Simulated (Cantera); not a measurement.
A Cantera script and its output.

```python
import numpy as np
import cantera as ct

gas = ct.Solution("gri30.yaml")
gas.TPX = 525, 18000, {'CH4': 1, 'H2': 0.03, 'O2': 1.34, 'N2': 5.05}
flame = ct.FreeFlame(gas, width=0.13)
flame.set_refine_criteria(ratio=3, slope=0.08, curve=0.16)
flame.transport_model = "mixture-averaged"
flame.solve(loglevel=0, auto=True)
z, T = flame.grid, flame.T
thick = (T[-1] - T[0]) / np.gradient(T, z).max()
show = ['CH4', 'H2', 'O2', 'C2H', 'HCO', 'CH2O']
print(f"laminar burning velocity  {flame.velocity[0] * 100:.3f} cm/s")
print(f"burnt temperature         {T[-1]:.1f} K")
print(f"thermal thickness         {thick * 1e3:.4f} mm")
print(f"grid points               {len(z)}")
z0 = z[flame.heat_release_rate.argmax()]
print(f"{'z/mm':>9s}{'T/K':>9s}{'u/(m/s)':>9s}" + "".join(f"{s:>11s}" for s in show))
rows = []
for k in (-3, -2, -1.5, -1, -0.5, -0.25, 0, 0.25, 0.5, 1, 2, 4, 8):
    zz = z0 + k * thick
    rows.append([k * thick, np.interp(zz, z, T), np.interp(zz, z, flame.velocity),
                 *(np.interp(zz, z, flame.X[gas.species_index(s)]) for s in show)])
    print(f"{rows[-1][0] * 1e3:9.3f}{rows[-1][1]:9.1f}{rows[-1][2]:9.3f}" + "".join(f"{x:11.3e}" for x in rows[-1][3:]))
```

Output:

```
laminar burning velocity  65.406 cm/s
burnt temperature         2035.6 K
thermal thickness         2.6472 mm
grid points               130
     z/mm      T/K  u/(m/s)        CH4         H2         O2        C2H        HCO       CH2O
   -7.942    525.3    0.656  1.343e-01  7.125e-03  1.800e-01  2.343e-25  2.069e-18  7.245e-08
   -5.294    529.6    0.666  1.330e-01  1.352e-02  1.787e-01  3.150e-21  1.938e-14  2.401e-06
   -3.971    546.2    0.692  1.307e-01  2.116e-02  1.765e-01  7.837e-19  3.096e-12  1.555e-05
   -2.647    644.4    0.829  1.214e-01  3.549e-02  1.679e-01  1.890e-15  1.062e-09  1.268e-04
   -1.324   1065.5    1.408  8.388e-02  5.701e-02  1.282e-01  9.963e-11  6.161e-07  7.331e-04
   -0.662   1428.9    1.920  4.809e-02  6.809e-02  8.503e-02  2.179e-08  1.136e-05  1.000e-03
    0.000   1753.8    2.391  1.566e-02  7.521e-02  3.891e-02  6.616e-07  3.222e-05  5.576e-04
    0.662   1922.5    2.634  3.048e-03  7.654e-02  1.268e-02  1.902e-06  1.948e-05  1.733e-04
    1.324   1980.4    2.714  5.956e-04  7.687e-02  3.667e-03  1.454e-06  6.049e-06  4.680e-05
    2.647   2006.5    2.744  4.518e-05  7.864e-02  3.772e-04  3.892e-07  6.349e-07  4.674e-06
    5.294   2014.1    2.750  1.806e-06  8.028e-02  8.235e-05  3.035e-08  5.707e-08  2.162e-07
   10.589   2018.4    2.755  2.993e-08  8.075e-02  6.832e-05  4.955e-10  2.848e-08  3.791e-09
   21.177   2024.2    2.762  9.233e-11  8.096e-02  5.417e-05  1.247e-12  2.515e-08  4.539e-10
```

Computed with Cantera and GRI-Mech 3.0 (53 species, 325 reactions). Burning velocities carry a grid error of a few per cent, more on coarse grids.
